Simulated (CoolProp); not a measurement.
Sulfur hexafluoride along the isotherm 38.45 °C: density (kg/m³) from the reference equation and from simpler models built on Tc = 45.6 °C, pc = 3.755 MPa, ω = 0.210; each cubic takes its own stable root.

Values from CoolProp's reference Helmholtz-energy equation of state, Guder 2009.

| p (MPa) | phase | reference |
|---|---|---|
| 0.0297 | gas | 1.679 |
| 0.0448 | gas | 2.537 |
| 0.0676 | gas | 3.836 |
| 0.102 | gas | 5.808 |
| 0.154 | gas | 8.813 |
| 0.232 | gas | 13.38 |
| 0.35 | gas | 20.44 |
| 0.528 | gas | 31.42 |
| 0.796 | gas | 48.84 |
| 1.2 | gas | 77.49 |
| 1.81 | gas | 128.3 |
| 2.73 | gas | 240.8 |
| 4.12 | liquid | 1242 |
| 6.22 | liquid | 1338 |
| 9.39 | liquid | 1418 |

**Question.** How far does each simpler model (van der Waals, Soave-Redlich-Kwong) lie from the reference over these 15 states: mean and median of the absolute difference, and the worst?

**Answer.** 
- van der Waals: mean 6.9 %, median 0.7 %, worst -32.6 % at 38.45 °C and 4.12 MPa
- Soave-Redlich-Kwong: mean 2.2 %, median 0.1 %, worst -14.6 % at 38.45 °C and 4.12 MPa
